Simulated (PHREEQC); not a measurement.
Metal-bearing waste water

Solution (90 °C): 0.012 mol Al2(SO4)3, 0.0005 mol ZnCl2, 0.18 mol H2SO4 and 0.0015 mol Na2SO4 per kg of water. Closed to the air; pH follows from the charge balance.

All values are PHREEQC results (ion-association model, wateq4f.dat), not measurements.

This is a speciation only: nothing precipitates in the calculation.

Task: What pH, ionic strength does the model give?

Result: pH 0.89; ionic strength 0.246 mol/kgw.

Task: In which forms is Al present?

Result: AlSO4+ 56 %, Al+3 34 %, AlHSO4+2 4.8 %, Al(SO4)2- 4.4 % of the Al.

Species that the database lacks are ignored. At this temperature some constants are extrapolated from 25 °C, and those without enthalpy data are left unchanged.
